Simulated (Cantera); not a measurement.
Input: 1 mol SiHCl₃, 3.6 mol NH₃, 2.9 mol H₂, 37 mol N₂, held at 1275 K and 0.000250 bar.

Method: chemical equilibrium by Gibbs-energy minimisation in Cantera with the NASA 1993 tables (ideal gas, pure condensed phases). Candidate condensed phases: NH₄Cl, Si, Si₃N₄; 28 gas species. The tables' values for SiCl₃ are old estimates; treat these amounts as uncertain. Equilibrium is a limit: real reactors are often held back by kinetics, nucleation or transport.

Task: What is the equilibrium state?

Result: 
| Quantity | Value |
|---|---|
| x(N₂) | 0.787 |
| x(H₂) | 0.151 |
| x(HCl) | 0.0603 |
| x(SiCl₂) | 0.000739 |
| x(SiCl₃) | 2.51e-5 |
| x(H) | 1.81e-5 |
| x(Cl) | 6.14e-6 |
| x(SiCl₄) | 5.53e-6 |
| n(Si₃N₄(s)) | 0.321 mol |
| gas amount | 48.46 mol |
| log10 activity of Si(s) (absent) | -1.93 |
